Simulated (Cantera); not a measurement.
Feed: 1 mol CaO, 1.5 mol F2, 9.1 mol N2, equilibrated at 3.70 Pa.

Equilibrium computed with Cantera from the NASA thermochemical tables; the gas is ideal and each condensed phase is pure. Candidate condensed phases: Ca, CaF2, CaO; 22 gas species. Kinetics and transport are ignored.

x: gas mole fraction; n: condensed amount in mol.

```
T (K)   x N2     x F    x CaF2    x O2  x O      x NO  n CaF2(s)
-----  -----  ------  --------  ------  ---  --------  ---------
1073   0.858  0.0943   1.09e-7  0.0472    ?   3.27e-5      1.000
1123   0.858  0.0943   8.93e-7  0.0471    ?   5.16e-5      1.000
1173   0.858  0.0943   6.05e-6  0.0471    ?   7.83e-5      1.000
1223   0.858  0.0943   3.48e-5  0.0471    ?  0.000115      1.000
1273   0.858  0.0943  0.000173  0.0471    ?  0.000163      0.998
1323   0.858  0.0943  0.000756  0.0470    ?  0.000226      0.992
1373   0.856  0.0941   0.00295  0.0469    ?  0.000306      0.969
1423   0.849  0.0934    0.0104  0.0465    ?  0.000402      0.889
1473   0.830  0.0912    0.0328  0.0453    ?  0.000510      0.640
1523   0.784  0.0862    0.0862  0.0427    ?  0.000615          0
1573   0.784  0.0862    0.0862  0.0425    ?  0.000772          0
1623   0.784  0.0862    0.0862  0.0423    ?  0.000955          0
1673   0.783  0.0862    0.0862  0.0419    ?   0.00116          0
1723   0.783  0.0861    0.0861  0.0414    ?   0.00140          0
```

Problem. Fill in the missing entries.

Solution. 
- 1073, x O: 4.44e-8
- 1123, x O: 1.57e-7
- 1173, x O: 4.99e-7
- 1223, x O: 1.44e-6
- 1273, x O: 3.84e-6
- 1323, x O: 9.48e-6
- 1373, x O: 2.19e-5
- 1423, x O: 4.77e-5
- 1473, x O: 9.77e-5
- 1523, x O: 0.000187
- 1573, x O: 0.000354
- 1623, x O: 0.000643
- 1673, x O: 0.00113
- 1723, x O: 0.00190
